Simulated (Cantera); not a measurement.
# Thermodynamics of fluorocarbon and chlorocarbon gases, feed CH2F2 + CH4 + H2

Charge: 1 mol CH2F2, 1.1 mol CH4, 12 mol H2, held at 852 °C and 0.100 bar.

These are equilibrium values from Cantera (NASA tables, ideal gas, pure condensed phases), not measurements of a reactor. Candidate condensed phases: C, C6H6, C7H8, C8H18; 95 gas species. Equilibrium is a limit: real reactors are often held back by kinetics, nucleation or transport.

| Item | Value |
|---|---|
| x(H2) | 0.874 |
| x(HF) | 0.124 |
| x(CH4) | 0.00220 |
| n(C(graphite)) | 2.06 mol |
| gas amount | 16.16 mol |
